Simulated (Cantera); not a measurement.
Cantera run:

```python
import numpy as np
import cantera as ct

gas_names = """
    H HNO HNO2 HNO3 HO2 H2 H2O H2O2 Hg N NH NH2 NH3 NH2OH NO NO2 NO3 N2 N2H2 N2H4 N2O O OH O2 O3
""".split()
cond_names = """
    H2O(s) H2O(L) Hg(cr) Hg(L) HgO(s)
""".split()


# ... load() reads the species with a 1 bar reference pressure and builds the phases ...
atoms = {
    'HgO': {'Hg': 1, 'O': 1},
    'H2': {'H': 2},
    'N2': {'N': 2},
}
top_T = {}  # K; cautious upper limits of use, not melting points


# ... equilibrate(T, P, feed) seeds the gas with the atoms and calls Mixture.equilibrate('TP', solver="vcs", rtol=1e-11, max_steps=5000) ...
results = []
feed = {'HgO': 1, 'H2': 6.2, 'N2': 30}  # mol
T = 948  # K
P = 1000  # Pa
mix = equilibrate(T, P, feed)
results.append((T, P, feed, dict(zip(mix.species_names, mix.species_moles))))
print(gas.report(threshold=0.0001))
for i in range(1, mix.n_phases):
    print(f"{mix.phase(i).name:16s} {mix.phase_moles(i):12.5e} mol")
```

Output:

```
       temperature   948 K
          pressure   1000 Pa
           density   0.0036475 kg/m^3
  mean mol. weight   28.75 kg/kmol
   phase of matter   gas

                          1 kg             1 kmol
                     ---------------   ---------------
          enthalpy        5.1379e+05        1.4772e+07  J
   internal energy        2.3964e+05        6.8896e+06  J
           entropy            9071.4        2.6081e+05  J/K
    Gibbs function       -8.0859e+06       -2.3247e+08  J
 heat capacity c_p              1113             32000  J/K
 heat capacity c_v            823.83             23685  J/K

                      mass frac. Y      mole frac. X     chem. pot. / RT
                     ---------------   ---------------   ---------------
                H2         0.0098018           0.13978           -23.947
               H2O          0.016844          0.026882           -63.601
                Hg           0.18756          0.026882           -22.657
                N2            0.7858           0.80645           -29.546
     [  +21 minor]         2.327e-07        3.9467e-07

Hg(L)             0.00000e+00 mol
HgO(s)            0.00000e+00 mol
```

Method: chemical equilibrium by Gibbs-energy minimisation in Cantera with the NASA 1993 tables (ideal gas, pure condensed phases).
